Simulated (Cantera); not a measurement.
Source: NASA polynomial tables (part measured, part estimated), evaluated in Cantera. Values are per mole of reaction as written; species without (g) are pure solids or liquids, kept so even where they would boil at 1 bar.

Between 300 and 2100 K, where is each reaction favourable under standard conditions?
- 2 CH₃(g) + 7 NiS → 7 Ni + 2 CS₂(g) + 3 H₂S(g)


- 2 CH₃(g) + 7 NiS → 7 Ni + 2 CS₂(g) + 3 H₂S(g): ΔG° is 331 kJ at 300 K and -315 kJ at 2100 K; it changes sign between 900 and 1100 K. ΔH° is 193 kJ and ΔS° 242 J/K at 2100 K.
